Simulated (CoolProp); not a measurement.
A single-stage vapour-compression cycle with the fluid: evaporating at 266.15 K (dew point), condensing at 318.15 K (bubble point), superheat 10 K, subcooling 5 K, compressor efficiency 0.75, no pressure losses. The same conditions are run with several fluids, on thermodynamics alone (safety and materials aside).

The numbers come from the reference Helmholtz-energy equation of state of each fluid (neopentane: Lemmon 2006; R124: de Vries 1995; R1132(E): Akasaka 2024; R123: Younglove 1994; isobutane: Bücker 2006; R11: Jacobsen 1992) in CoolProp.

| fluid | cooling COP | pressure ratio | discharge temperature (K) | refrigerating effect (kJ/kg) | volumetric capacity (kJ/m³) |
|---|---|---|---|---|---|
| neopentane | 3.14 | 5.80 | 325.7 | (withheld) | 409 |
| R124 | 3.12 | 5.48 | (withheld) | 118 | 911 |
| R1132(E) | 2.85 | 4.13 | 360.2 | 183 | 3740 |
| R123 | 3.30 | 7.74 | 343.2 | (withheld) | 227 |
| isobutane | 3.15 | 4.97 | (withheld) | 265 | 849 |
| R11 | (withheld) | 6.90 | 358.6 | 157 | 280 |

Some entries are withheld; supply them.


- neopentane, refrigerating effect (kJ/kg): 237
- R124, discharge temperature (K): 336.4
- R123, refrigerating effect (kJ/kg): 143
- isobutane, discharge temperature (K): 333.6
- R11, cooling COP: 3.36
